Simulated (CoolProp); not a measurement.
A Linde-Hampson liquefier for ethane: isothermal reversible compression at 320 K from 1 atm to 20 MPa, throttling to 1 atm, return gas leaving the recuperator 5 K below the feed. Each further row changes one setting.

Model: reference Helmholtz-energy equation of state, Bücker 2006, in CoolProp.

| case | liquid yield per pass | compression work (kJ/kg of gas) |
|---|---|---|
| as stated | 0.458 | 366 |
| high pressure 40 MPa | (withheld) | (withheld) |
| warm-end temperature 350 K | (withheld) | (withheld) |
| warm-end gap 10 K | 0.451 | 366 |

What belongs in the gaps?


- high pressure 40 MPa, liquid yield per pass: 0.454
- high pressure 40 MPa, compression work (kJ/kg of gas): 414
- warm-end temperature 350 K, liquid yield per pass: 0.373
- warm-end temperature 350 K, compression work (kJ/kg of gas): 429
